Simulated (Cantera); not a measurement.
An isothermal, constant-pressure homogeneous reactor starts with NH₃ : N₂ = 1 : 0.12 (molar parts), at 1875 K and 9.00 Torr.

Model: the gas-phase N/H chemistry of the illustrative SiF4/NH3 mechanism in the Surface Chemkin manual (1991), integrated in Cantera. Walls and surfaces, which speed up NH3 decomposition in real reactors, are not modelled.

One state of this run: x NH₃ = 0.875; x NH₂ = 0.00106; x H = 6.87e-6; x N₂H₂ = 1.04e-5; x N₂ = 0.111; x N₂H₄ = 1.85e-8; x NH = 6.91e-6. x: mole fraction; the columns are a selection and need not sum to one.

**Question.** Which value of t (s) does it belong to?
A. 0.00565
B. 0.0775
C. 0.0209
D. 0.000412

**Answer.** B, 0.0775
